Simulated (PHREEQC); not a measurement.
Acid mine or pickling water

A made-up water analysis in mmol/kgw, 80 °C, pH 3.52, pe 12.1: Na 5.06; K 11.8; Ca 6.39; Mg 3.98; Cl 5.4; S(6) 16.4; Sr 0.016; Cu(2) 0.00722; Si 0.446; Li 0.438.

Valence states are taken as typed.

Model: ion-association model, phreeqc.dat, run in PHREEQC.

Each row changes one thing in this solution. No solid was allowed to form.

```json
[
 {"case": "as made", "ionic strength (mol/kgw)": "0.0438", "Ca+2 (mol/kgw)": "0.00423", "MgSO4 (mol/kgw)": "0.00245", "CaSO4 (mol/kgw)": "0.00214", "Mg+2 (mol/kgw)": "0.00153", "KSO4- (mol/kgw)": "0.000769", "SI of Quartz (SiO2)": "-0.05", "SI of Gypsum (CaSO4:2H2O)": "-0.33"},
 {"case": "Ca from 6.39 to 3.19 mmol/kgw", "ionic strength (mol/kgw)": "?", "Ca+2 (mol/kgw)": "0.00203", "MgSO4 (mol/kgw)": "?", "CaSO4 (mol/kgw)": "0.00115", "Mg+2 (mol/kgw)": "?", "KSO4- (mol/kgw)": "0.000839", "SI of Quartz (SiO2)": "-0.05", "SI of Gypsum (CaSO4:2H2O)": "-0.60"},
 {"case": "temperature from 80 to 60 °C at the same typed pH", "ionic strength (mol/kgw)": "0.0456", "Ca+2 (mol/kgw)": "0.00424", "MgSO4 (mol/kgw)": "0.00217", "CaSO4 (mol/kgw)": "0.00214", "Mg+2 (mol/kgw)": "0.00181", "KSO4- (mol/kgw)": "0.000650", "SI of Quartz (SiO2)": "+0.17", "SI of Gypsum (CaSO4:2H2O)": "-0.36"}
]
```

Q: Some entries are withheld; supply them.

A: 
- Ca from 6.39 to 3.19 mmol/kgw, ionic strength (mol/kgw): 0.0407
- Ca from 6.39 to 3.19 mmol/kgw, MgSO4 (mol/kgw): 0.00255
- Ca from 6.39 to 3.19 mmol/kgw, Mg+2 (mol/kgw): 0.00143

Species that the database lacks are ignored. Some of these states are supersaturated (in Quartz (slow to form), for instance). Away from 25 °C the constants follow the database's enthalpies or fits; those with neither stay at their 25 °C values.
